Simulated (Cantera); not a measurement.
# Dilute partial oxidation

An isothermal, constant-pressure homogeneous reactor starts with CH4 : O2 : N2 = 0.0023 : 0.0071 : 1 (molar parts), at 1100 K and 9.87 atm.

Model: GRI-Mech 3.0 (53 species, 325 reactions), integrated in Cantera.

```json
[
 {"t (s)": "2.00e-5", "x CH4": "0.00228", "x O2": "0.00703", "x OH": "<1e-12", "x H2O2": "<1e-12", "x C2H6": "<1e-12"},
 {"t (s)": "5.52e-5", "x CH4": "0.00228", "x O2": "0.00703", "x OH": "<1e-12", "x H2O2": "<1e-12", "x C2H6": "<1e-12"},
 {"t (s)": "0.000153", "x CH4": "0.00228", "x O2": "0.00703", "x OH": "<1e-12", "x H2O2": "<1e-12", "x C2H6": "<1e-12"},
 {"t (s)": "0.000421", "x CH4": "0.00228", "x O2": "0.00703", "x OH": "<1e-12", "x H2O2": "2.37e-12", "x C2H6": "<1e-12"},
 {"t (s)": "0.00116", "x CH4": "0.00228", "x O2": "0.00703", "x OH": "<1e-12", "x H2O2": "8.86e-12", "x C2H6": "<1e-12"},
 {"t (s)": "0.00321", "x CH4": "0.00228", "x O2": "0.00703", "x OH": "2.93e-12", "x H2O2": "2.56e-11", "x C2H6": "1.93e-11"},
 {"t (s)": "0.00887", "x CH4": "0.00228", "x O2": "0.00703", "x OH": "1.10e-11", "x H2O2": "6.21e-11", "x C2H6": "7.79e-10"},
 {"t (s)": "0.0245", "x CH4": "0.00228", "x O2": "0.00703", "x OH": "3.35e-11", "x H2O2": "1.17e-10", "x C2H6": "2.55e-8"},
 {"t (s)": "0.0676", "x CH4": "0.00228", "x O2": "0.00703", "x OH": "5.38e-11", "x H2O2": "2.09e-10", "x C2H6": "2.12e-7"},
 {"t (s)": "0.187", "x CH4": "0.00227", "x O2": "0.00703", "x OH": "1.36e-10", "x H2O2": "6.66e-10", "x C2H6": "1.28e-6"},
 {"t (s)": "0.516", "x CH4": "0.00195", "x O2": "0.00672", "x OH": "3.58e-8", "x H2O2": "3.39e-7", "x C2H6": "3.12e-5"},
 {"t (s)": "1.42", "x CH4": "6.20e-9", "x O2": "0.00266", "x OH": "3.91e-8", "x H2O2": "1.41e-8", "x C2H6": "<1e-12"},
 {"t (s)": "3.93", "x CH4": "<1e-12", "x O2": "0.00250", "x OH": "2.19e-8", "x H2O2": "8.08e-10", "x C2H6": "<1e-12"},
 {"t (s)": "10.9", "x CH4": "<1e-12", "x O2": "0.00248", "x OH": "1.74e-8", "x H2O2": "7.03e-12", "x C2H6": "<1e-12"},
 {"t (s)": "30.0", "x CH4": "<1e-12", "x O2": "0.00248", "x OH": "2.84e-8", "x H2O2": "7.18e-12", "x C2H6": "<1e-12"}
]
```
x: mole fraction; the columns are a selection and need not sum to one.

Equilibrium at this temperature and pressure: CH4 <1e-12, O2 0.00247, OH 2.70e-8, H2O2 6.47e-12, C2H6 <1e-12 (gas phase only).
